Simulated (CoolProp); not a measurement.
Properties of acetone at several states (Tc = 508.1 K, pc = 4692 kPa, ω = 0.307).

Values from CoolProp's reference Helmholtz-energy equation of state, Lemmon 2006. It is a short technical equation, of lower accuracy than the large ones.

| T (K) | p (kPa) | phase | Z | speed of sound (m/s) |
|---|---|---|---|---|
| 322.6 | 222 | liquid | 0.006351 | … |
| 266.5 | 44 | liquid | … | 1312 |
| 510.6 | 21.6 | gas | 0.9982 | 280.8 |
| 251.5 | 2740 | liquid | … | … |

Question: Fill in the missing entries.

Answer: 
- 322.6, speed of sound (m/s): 1053
- 266.5, Z: 0.001408
- 251.5, Z: 0.09089
- 251.5, speed of sound (m/s): 1398
